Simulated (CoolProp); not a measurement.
Properties of sulfur hexafluoride along the isotherm 53.75 °C (Tc = 45.6 °C, pc = 37.55 bar, ω = 0.210).

Computed with CoolProp (reference Helmholtz-energy equation of state, Guder 2009).

| p (bar) | phase | Z | Joule-Thomson coefficient (K/MPa) | isothermal compressibility (1/MPa) | expansivity (1/kK) |
|---|---|---|---|---|---|
| 1.17 | gas | 0.9904 | 7.242 | 8.631 | 3.159 |
| 2.35 | gas | 0.9805 | 7.326 | 4.341 | 3.266 |
| 3.52 | gas | 0.9706 | 7.412 | 2.929 | 3.377 |
| 4.69 | gas | 0.9605 | 7.501 | 2.222 | 3.495 |
| 5.87 | gas | 0.9503 | … | 1.796 | … |
| 7.04 | gas | 0.9399 | 7.691 | 1.515 | 3.754 |
| 8.21 | gas | 0.9294 | 7.791 | 1.315 | 3.896 |
| 9.39 | gas | 0.9186 | 7.896 | 1.165 | 4.048 |
| 10.6 | gas | 0.9074 | 8.007 | 1.047 | 4.215 |
| 11.7 | gas | 0.8970 | 8.113 | 0.9608 | 4.377 |
| 12.9 | gas | 0.8855 | 8.233 | 0.8847 | 4.567 |
| 14.1 | gas | 0.8737 | 8.358 | … | 4.771 |
| 15.3 | gas | 0.8617 | 8.488 | 0.7707 | 4.993 |
| 16.4 | gas | 0.8505 | 8.613 | 0.7308 | 5.213 |
| 17.6 | gas | 0.8380 | 8.754 | 0.6938 | 5.473 |
| 18.8 | gas | 0.8253 | 8.903 | 0.6625 | 5.757 |

Some entries are withheld; supply them.


- 5.87, Joule-Thomson coefficient (K/MPa): 7.595
- 5.87, expansivity (1/kK): 3.622
- 14.1, isothermal compressibility (1/MPa): 0.8224
